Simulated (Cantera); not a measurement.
A perfectly stirred reactor is fed with 3.83 % CH4, 0.613 % CO, 10.5 % O2, 65.9 % N2, 19.2 % H2O, equivalence ratio 0.76, at 1.00 bar; it is adiabatic with a 500 K inlet, and is followed from long to short residence time, starting on the burning branch (τ in s: 0.19, 0.068, 0.024, 0.0084, 0.003, 0.001, 0.00037, 0.00013, 4.6e-05, 1.6e-05).

Detailed kinetics in Cantera: GRI-Mech 3.0 (53 species, 325 reactions).

Question: Predict: blow-out, bracketed by the residence times tried; x(CH4) at τ = 0.190 s; x(CO) at τ = 0.190 s; x(O2) at τ = 0.190 s; x(H2) at τ = 0.190 s; x(CO2) at τ = 0.190 s; x(CH4) at τ = 1.00 ms; x(CO) at τ = 1.00 ms; x(O2) at τ = 1.00 ms.

Answer: blow-out, bracketed by the residence times tried: burning at 8.40 ms, out at 3.00 ms
x(CH4) at τ = 0.190 s: 2.88e-5
x(CO) at τ = 0.190 s: 0.000317
x(O2) at τ = 0.190 s: 0.0256
x(H2) at τ = 0.190 s: 0.000137
x(CO2) at τ = 0.190 s: 0.0442
x(CH4) at τ = 1.00 ms: 0.0383
x(CO) at τ = 1.00 ms: 0.00613
x(O2) at τ = 1.00 ms: 0.105
